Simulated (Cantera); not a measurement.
What does this Cantera script print?

```python
import numpy as np
import cantera as ct

gas_names = """
    H HNO HNO2 HNO3 HO2 H2 H2O H2O2 N NH NH2 NH3 NH2OH NO NO2 NO3 N2 N2H2 N2H4 N2O O OH O2 O3 Si SiH
    SiH2 SiH3 SiH4 SiN SiO SiO2 Si2 Si2N Si3
""".split()
cond_names = """
    H2O(s) H2O(L) Si(cr) Si(L) SiO2(Lqz) SiO2(hqz) SiO2(L) Si2N2O(s) Si3N4(a)
""".split()


def load(file, names, dense=False):
    # The tables refer to 1 bar. Condensed volumes are neglected.
    table = {s.name: s for s in ct.Species.list_from_file(file)}
    out = []
    for n in names:
        d = dict(table[n].input_data)
        d["thermo"] = dict(d["thermo"], **{"reference-pressure": 1e5})
        if dense:
            d["equation-of-state"] = {"model": "constant-volume", "density": "1e6 g/cm^3"}
        out.append(ct.Species.from_dict(d))
    return out


gas = ct.Solution(thermo="ideal-gas", species=load("nasa_gas.yaml", gas_names))
cond = {s.name: ct.Solution(thermo="fixed-stoichiometry", species=[s], name=s.name)
        for s in load("nasa_condensed.yaml", cond_names, dense=True)}
atoms = {
    'trisilylamine': {'Si': 3, 'N': 1, 'H': 9},
    'N2': {'N': 2},
    'H2O': {'H': 2, 'O': 1},
}
top_T = {'Si2N2O(s)': 2100, 'Si3N4(a)': 2400}  # K; cautious upper limits of use, not melting points


def equilibrate(T, P, feed):
    n = {}
    for name, mol in feed.items():
        for a, k in atoms[name].items():
            n[a] = n.get(a, 0.0) + k * mol
    gas.TPX = T, P, n
    mass = sum(n.values()) * gas.mean_molecular_weight
    gas.equilibrate("TP")
    valid = [c for c in cond.values() if c.min_temp <= T <= top_T.get(c.name, c.max_temp)]
    mix = ct.Mixture([(gas, mass / gas.mean_molecular_weight)] + [(c, 0.0) for c in valid])
    mix.T, mix.P = T, P
    mix.equilibrate("TP", solver="vcs", rtol=1e-11, max_steps=5000)
    return mix


results = []
feed = {'trisilylamine': 1, 'N2': 0.3, 'H2O': 0.0042}  # mol
P = 1000  # Pa
for T in [950, 1050, 1150, 1250, 1350, 1450, 1550, 1650, 1750, 1850, 1950, 2050]:
    mix = equilibrate(T, P, feed)
    results.append((T, P, feed, dict(zip(mix.species_names, mix.species_moles))))

top = {s: max(r[3][s] / sum(r[3][g] for g in gas_names) for r in results) for s in gas_names}
cols = sorted((s for s in top if top[s] > 0.0001), key=lambda s: -top[s])[:9]
seen = [c for c in cond_names if any(r[3].get(c, 0) > 1e-12 for r in results)]
print("log10 of partial pressures in bar; condensed amounts in mol")
print(f"{'T/K':>10s}" + "".join(f"{s[:9]:>10s}" for s in cols + seen))
for T, P, feed, n in results:
    ng = sum(n[g] for g in gas_names)
    print(f"{T:10.4g}" + "".join(f"{np.log10(max(n[s] / ng * P / 1e5, 1e-99)):10.3f}" for s in cols)
          + "".join(f"{n.get(c, 0):10.4g}" for c in seen))
```

It prints:

```
log10 of partial pressures in bar; condensed amounts in mol
       T/K        H2        N2         H        Si       SiO       SiH      SiH2    Si(cr)     Si(L) Si2N2O(s)  Si3N4(a)
       950    -2.000   -11.813   -10.255   -16.983   -15.329   -15.931   -12.692     1.798         0    0.0042    0.3979
      1050    -2.000    -9.859    -9.091   -14.638   -12.906   -13.986   -11.427     1.798         0    0.0042    0.3979
      1150    -2.000    -8.249    -8.127   -12.703   -10.913   -12.382   -10.382     1.798         0    0.0042    0.3979
      1250    -2.000    -6.899    -7.316   -11.081    -9.244   -11.038    -9.505     1.798         0    0.0042    0.3979
      1350    -2.000    -5.752    -6.623    -9.700    -7.827    -9.896    -8.757     1.799         0  0.004193    0.3975
      1450    -2.001    -4.767    -6.025    -8.512    -6.609    -8.913    -8.115     1.809         0  0.004089    0.3941
      1550    -2.006    -3.911    -5.505    -7.479    -5.552    -8.062    -7.560     1.881         0  0.002921    0.3705
      1650    -2.032    -3.161    -5.058    -6.572    -5.062    -7.326    -7.094     2.297         0         0     0.233
      1750    -2.072    -2.822    -4.670    -5.824    -5.102    -6.738    -6.754         0     2.995         0         0
      1850    -2.074    -2.823    -4.306    -5.191    -5.103    -6.231    -6.449         0     2.992         0         0
      1950    -2.078    -2.825    -3.979    -4.623    -5.105    -5.778    -6.178         0     2.981         0         0
      2050    -2.085    -2.830    -3.687    -4.112    -5.110    -5.373    -5.938         0     2.949         0         0
```

These are equilibrium values from Cantera (NASA tables, ideal gas, pure condensed phases), not measurements of a reactor. The feed counts by its element totals alone. Mutual solubility and eutectic melting of coexisting phases are not modelled. The tables' values for SiN are old estimates; treat these amounts as uncertain. Gases not in the tables: Si2H6 and higher silanes.
